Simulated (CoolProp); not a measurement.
Vapour pressure (MPa) of CH2F2 (R32): the reference equation beside estimates from Tc = 78.1 °C, pc = 5.783 MPa, ω = 0.277.

Computed with CoolProp (reference Helmholtz-energy equation of state, Tillner-Roth 1997).

```csv
T (°C),reference,Lee-Kesler,Soave-Redlich-Kwong,Peng-Robinson
-6.45,0.6578,0.6654,0.6661,0.6592
-4.15,0.7103,0.7189,0.7201,0.7122
-1.95,___,0.7731,0.7747,0.7659
0.35,0.8223,0.8329,0.8351,0.8253
2.65,0.8844,0.8961,0.8990,___
4.85,0.9471,0.9598,0.9635,0.9515
7.15,1.016,1.030,___,1.021
9.35,1.086,___,1.106,1.092
11.65,1.162,1.178,1.185,1.169
13.95,1.243,1.259,1.268,1.251
16.15,___,1.341,1.351,1.333
18.45,1.412,1.431,1.442,1.423
20.65,1.501,1.520,___,1.513
22.95,1.599,1.619,___,1.612
```

Problem. Some entries are withheld; supply them.

Solution. 
- -1.95, reference: 0.7635
- 2.65, Peng-Robinson: 0.8881
- 7.15, Soave-Redlich-Kwong: 1.035
- 9.35, Lee-Kesler: 1.100
- 16.15, reference: 1.324
- 20.65, Soave-Redlich-Kwong: 1.533
- 22.95, Soave-Redlich-Kwong: 1.633

Absolute difference from the reference over all 14 rows, mean and median: Lee-Kesler 1.3 and 1.3 %, Soave-Redlich-Kwong 1.8 and 1.9 %, Peng-Robinson 0.5 and 0.5 %.
